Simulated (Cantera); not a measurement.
Input: 1 mol MgO, 3.5 mol HBr, 0.082 mol O2, at 1725 K and 0.140 bar.

Equilibrium computed with Cantera from the NASA thermochemical tables; the gas is ideal and each condensed phase is pure. Candidate condensed phases: Br2, H2O, Mg, MgBr2, MgO, Mg(OH)2; 20 gas species. Kinetics and transport are ignored.

Base state: HBr 0.516, H2O 0.202, MgBr2 0.157, Br 0.109, H2 0.0126, Br2 0.00232, H 5.58e-5, OH 4.91e-5 (mole fractions); condensed: MgO(s).

Problem. What changes in the equilibrium state with this change: 0.32 mol H2 added?

Solution. 
| species | before | after |
|---|---|---|
| HBr | 0.516 | 0.523 |
| H2O | 0.202 | 0.203 |
| MgBr2 | 0.157 | 0.161 |
| Br | 0.109 | 0.0489 |
| H2 | 0.0126 | 0.0646 |
| Br2 | 0.00232 | 0.000463 |
| MgBr | 3.92e-5 | 8.94e-5 |
| H | 5.58e-5 | 0.000126 |
| MgO(s), mol | 0.417 | 0.371 |

Problem. What changes in the equilibrium state with this change: MgO replaced by SiO2?

Solution. 
```tsv
species	before	after
HBr	0.516	0.803
Br	0.109	0.127
H2O	0.202	0.0439
MgBr2	0.157	0
H2	0.0126	0.0226
MgBr	3.92e-5	0
OH	4.91e-5	7.97e-6
Br2	0.00232	0.00312
H	5.58e-5	7.47e-5
MgO(s), mol	0.417	0
SiO2(condensed), mol	0	1.000
```
The tables hold silica as quartz up to 1696 K and as liquid above; real silica turns to tridymite and cristobalite and melts near 1996 K. Further candidate phases: Si, SiO2.
